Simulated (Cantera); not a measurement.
An adiabatic, constant-volume homogeneous reactor starts with 46.8 % H2, 10.6 % O2, 40.0 % N2, 2.57 % H2O, at 1200 K and 165 Torr.

Cantera simulation using GRI-Mech 3.0 (53 species, 325 reactions); the numbers are that mechanism's predictions, not measurements.

One state of this run: T (K) = 2677; P (bar) = 0.450; x H2 = 0.265; x O2 = 0.000345; x H2O = 0.248; x HO2 = 2.31e-7; x NO = 0.000372; x H2O2 = 3.11e-8. x: mole fraction; the columns are a selection and need not sum to one.

Which value of t (s) does it belong to?
A) 0.00319
B) 7.55e-5
C) 0.000160
D) 1.69e-5

A, 0.00319
